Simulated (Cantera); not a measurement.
Feed: 1 mol Al2O3, 67 mol H2, 0.39 mol N2, held at 2023.15 K and 0.710 bar.

Equilibrium computed with Cantera from the NASA thermochemical tables; the gas is ideal and each condensed phase is pure. Candidate condensed phases: Al, AlN, Al2O3, H2O; 35 gas species. Rates play no part.

Base state: H2 0.992, N2 0.00578, H 0.00225, H2O 0.000147, Al 5.22e-5, Al2O 2.34e-5, AlH 1.16e-5 (mole fractions); condensed: Al2O3(s).

### Question
What changes in the equilibrium state with this change: Al2O3 replaced by PbO?

### Answer
```tsv
species	before	after
H2	0.992	0.963
Pb	0	0.0146
H2O	0.000147	0.0146
Al	5.22e-5	0
Al2O	2.34e-5	0
AlH	1.16e-5	0
H	0.00225	0.00221
N2	0.00578	0.00570
Al2O3(s), mol	0.996	0
```
Further candidate phases: Pb, PbO, PbO2, Pb3O4.

### Question
What changes in the equilibrium state with this change: temperature from 2023.15 K to 673 K?

### Answer
| species | before | after |
|---|---|---|
| H2 | 0.992 | 0.994 |
| N2 | 0.00578 | 0.00544 |
| NH3 | 1.03e-6 | 0.000698 |
| H | 0.00225 | <1e-9 |
| Al | 5.22e-5 | <1e-9 |
| H2O | 0.000147 | <1e-9 |
| Al2O | 2.34e-5 | <1e-9 |
| AlH | 1.16e-5 | <1e-9 |
| Al2O3(s), mol | 0.996 | 1.00 |
